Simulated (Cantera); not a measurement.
What does this Cantera script print?

```python
import numpy as np
import cantera as ct

gas_names = """
    CL CL2 N N2 Si SiCL SiCL2 SiCL3 SiCL4 SiN Si2 Si2N Si3
""".split()
cond_names = """
    Si(cr) Si(L) Si3N4(a)
""".split()


# ... load() reads the species with a 1 bar reference pressure and builds the phases ...
atoms = {
    'Si2Cl6': {'Si': 2, 'CL': 6},
    'N2': {'N': 2},
}
top_T = {'Si3N4(a)': 2400}  # K; cautious upper limits of use, not melting points


# ... equilibrate(T, P, feed) seeds the gas with the atoms and calls Mixture.equilibrate('TP', solver="vcs", rtol=1e-11, max_steps=5000) ...
results = []
feed = {'Si2Cl6': 1, 'N2': 5.2}  # mol
T = 1048  # K
P = 86000  # Pa
mix = equilibrate(T, P, feed)
results.append((T, P, feed, dict(zip(mix.species_names, mix.species_moles))))
x = sorted(zip(gas.X, gas.species_names), reverse=True)
print(f"T = {T:g} K  P = {P:g} Pa  gas = {mix.phase_moles(0):.4g} mol")
print("   x: " + "  ".join(f"{s} {v:.3e}" for v, s in x if v > 0.001))
print("   condensed (mol): " + ("  ".join(f"{mix.phase(i).name} {mix.phase_moles(i):.4g}"
      for i in range(1, mix.n_phases) if mix.phase_moles(i) > 1e-12) or "none"))
```

Output:

```
T = 1048 K  P = 86000 Pa  gas = 6.367 mol
   x: N2 7.644e-01  SiCL4 2.355e-01
   condensed (mol): Si3N4(a) 0.1666
```

These are equilibrium values from Cantera (NASA tables, ideal gas, pure condensed phases), not measurements of a reactor. The feed counts by its element totals alone. N2 is the only nitrogen source here; it is nearly inert below about 1500 K, so the nitride shown seldom forms there in practice. The tables' values for SiCl3 are old estimates; treat these amounts as uncertain.
